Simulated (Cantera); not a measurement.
Input: 1 mol Fe, 27 mol CO2, 1.2 mol CO, 0.008 mol H2S, at 900 K.

Equilibrium computed with Cantera from the NASA thermochemical tables; the gas is ideal and each condensed phase is pure. Candidate condensed phases: C, C6H6, C7H8, C8H18, Fe, Fe(CO)5, FeO, Fe(OH)2, Fe(OH)3, FeS, FeSO4, FeS2, Fe2O3, Fe2(SO4)3, Fe3O4, H2O, H2SO4, S; 127 gas species. The tables' stoichiometric FeO is somewhat more stable than real wüstite, so its field is too wide. FeO, FeS: taken at fixed stoichiometry. The numbers say what is thermodynamically allowed, not how fast it happens.

x: gas mole fraction; n: condensed amount in mol.

```csv
P (Pa),x CO2,x CO,x H2O,x H2,x COS,x SO2,x S2,n FeO(s),n FeS(s),n C(graphite)
10,0.922,0.0780,0.000237,4.61e-5,4.35e-5,1.56e-5,1.50e-5,0.995,0.00546,0
48,0.922,0.0780,0.000237,4.61e-5,4.35e-5,3.25e-6,3.14e-6,0.994,0.00648,0
230,0.922,0.0779,0.000237,4.61e-5,4.35e-5,(withheld),(withheld),0.993,0.00669,0
1100,0.922,0.0779,0.000237,4.61e-5,4.35e-5,1.42e-7,1.37e-7,0.993,0.00674,0
5500,0.922,0.0779,0.000237,4.61e-5,4.35e-5,2.84e-8,2.74e-8,0.993,0.00675,0
26000,0.922,0.0779,0.000237,4.61e-5,4.35e-5,6.01e-9,5.80e-9,0.993,0.00675,0
130000,0.922,0.0779,0.000237,4.61e-5,4.35e-5,1.20e-9,1.16e-9,0.993,0.00675,0
620000,0.922,0.0779,0.000237,4.61e-5,4.35e-5,(withheld),(withheld),0.993,0.00675,0
3000000,0.925,0.0743,0.000239,4.42e-5,4.37e-5,6.07e-11,5.57e-11,0.993,0.00675,0.0531
```

Complete the blanks.


- 620000, x SO2: 2.52e-10
- 620000, x S2: 2.43e-10
- 230, x SO2: 6.79e-7
- 230, x S2: 6.55e-7
